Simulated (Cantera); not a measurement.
Input: 1 mol SiC, 0.07 mol C, 5.5 mol N2, equilibrated at 2375 K and 0.133 bar.

Cantera equilibrium calculation (NASA polynomials, part measured and part estimated; ideal gas, pure solids and liquids). Candidate condensed phases: C, Si, SiC, Si3N4; 20 gas species. The tables' values for SiN are old estimates; treat these amounts as uncertain. The numbers say what is thermodynamically allowed, not how fast it happens.

Base state: N2 0.997, Si 0.00234, SiC2 0.000414, Si2C 0.000238, SiN 0.000105, CN 9.44e-5, C2N2 3.51e-5, Si2N 1.78e-5 (mole fractions); condensed: C(graphite) + SiC(s).

Q: What changes in the equilibrium state with this change: 0.0081 mol CO2 added?

A: 
| species | before | after |
|---|---|---|
| N2 | 0.997 | 0.994 |
| CO | 0 | 0.00287 |
| Si | 0.00234 | 0.00234 |
| SiO | 0 | 5.54e-5 |
| C2N2 | 3.51e-5 | 3.50e-5 |
| Si2N | 1.78e-5 | 1.78e-5 |
| CN | 9.44e-5 | 9.43e-5 |
| SiN | 0.000105 | 0.000105 |
| Si2C | 0.000238 | 0.000238 |
| C(graphite), mol | 0.0819 | 0.0744 |
| SiC(s), mol | 0.981 | 0.981 |
Further candidate phases: SiO2, Si2N2O.
